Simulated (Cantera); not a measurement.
## Calcination and drying: Ca(OH)2 + CO2

Input: 1 mol Ca(OH)2, 7.1 mol CO2, held at 5700 Pa.

Method: chemical equilibrium by Gibbs-energy minimisation in Cantera with the NASA 1993 tables (ideal gas, pure condensed phases). Candidate condensed phases: C, C6H6, C7H8, C8H18, Ca, CaCO3, CaO, Ca(OH)2, H2O; 115 gas species. The numbers say what is thermodynamically allowed, not how fast it happens.

From 1750 K to 2100 K the condensed part is CaO(s). The main Ca-bearing gas is Ca(OH)2 throughout.

```json
[
 {"T (K)": "1750", "log p CO2": "-1.31", "log p H2O": "-2.16", "log p CO": "-3.38", "log p O2": "-3.68", "log p OH": "-4.63", "log p H2": "-4.79", "log p O": "-5.97", "log p H": "-6.03", "n CaO(s)": "1.000"},
 {"T (K)": "1800", "log p CO2": "-1.31", "log p H2O": "-2.16", "log p CO": "-3.23", "log p O2": "-3.53", "log p OH": "-4.45", "log p H2": "-4.66", "log p O": "-5.68", "log p H": "-5.78", "n CaO(s)": "1.000"},
 {"T (K)": "1850", "log p CO2": "-1.31", "log p H2O": "-2.16", "log p CO": "-3.09", "log p O2": "-3.39", "log p OH": "-4.29", "log p H2": "-4.54", "log p O": "-5.41", "log p H": "-5.54", "n CaO(s)": "1.000"},
 {"T (K)": "1900", "log p CO2": "-1.32", "log p H2O": "-2.16", "log p CO": "-2.95", "log p O2": "-3.25", "log p OH": "-4.14", "log p H2": "-4.42", "log p O": "-5.15", "log p H": "-5.31", "n CaO(s)": "1.000"},
 {"T (K)": "1950", "log p CO2": "-1.32", "log p H2O": "-2.17", "log p CO": "-2.82", "log p O2": "-3.13", "log p OH": "-3.99", "log p H2": "-4.31", "log p O": "-4.91", "log p H": "-5.10", "n CaO(s)": "1.000"},
 {"T (K)": "2000", "log p CO2": "-1.33", "log p H2O": "-2.17", "log p CO": "-2.70", "log p O2": "-3.01", "log p OH": "-3.86", "log p H2": "-4.21", "log p O": "-4.68", "log p H": "-4.89", "n CaO(s)": "1.000"},
 {"T (K)": "2050", "log p CO2": "-1.34", "log p H2O": "-2.18", "log p CO": "-2.59", "log p O2": "-2.90", "log p OH": "-3.73", "log p H2": "-4.11", "log p O": "-4.46", "log p H": "-4.70", "n CaO(s)": "1.000"},
 {"T (K)": "2100", "log p CO2": "-1.35", "log p H2O": "-2.18", "log p CO": "-2.48", "log p O2": "-2.79", "log p OH": "-3.61", "log p H2": "-4.01", "log p O": "-4.25", "log p H": "-4.51", "n CaO(s)": "1.000"}
]
```
log p: log10 of the partial pressure in bar; n: condensed amount in mol.
